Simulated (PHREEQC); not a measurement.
## Polishing slurry liquid

Make-up at 32 °C: 0.00165 mol H2SO4, 0.00045 mol K2SO4 and 0.0029 mol H3BO3 per kg of water. Closed to the air; pH follows from the charge balance.

Model: Pitzer model, pitzer.dat, run in PHREEQC.

* **pH**: 2.58
* **ionic strength**: 0.00549 mol/kgw
* **specific conductance**: 1490 µS/cm
* **osmotic coefficient**: 0.967
* **total alkalinity**: -3.30 meq/kg

```
species  molality  activity   log γ
-------  --------  --------  ------
B(OH)3    0.00290   0.00290   0.000
H+        0.00289   0.00265  -0.037
SO4-2     0.00169   0.00122  -0.141
K+       0.000900  0.000827  -0.037
HSO4-    0.000408  0.000376  -0.035
```

No solid was allowed to form. Complexes and solids missing from the database can't appear.
